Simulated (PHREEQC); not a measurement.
**Polishing slurry liquid: speciation**

Make-up at 46 °C: 0.027 mol/kgw H2SO4, 0.0013 mol/kgw K2SO4 and 0.0099 mol/kgw CuSO4. Closed to the air; pH follows from the charge balance.

Computed with PHREEQC (ion-association model, phreeqc.dat).

This is a speciation only: nothing precipitates in the calculation.

Problem. Predict the pH.

Solution. pH 1.59.

Problem. In which forms is K present?

Solution. K+ 96 %, KSO4- 4.3 % of the K.

Species that the database lacks are ignored. Constants without temperature data keep their 25 °C values here.
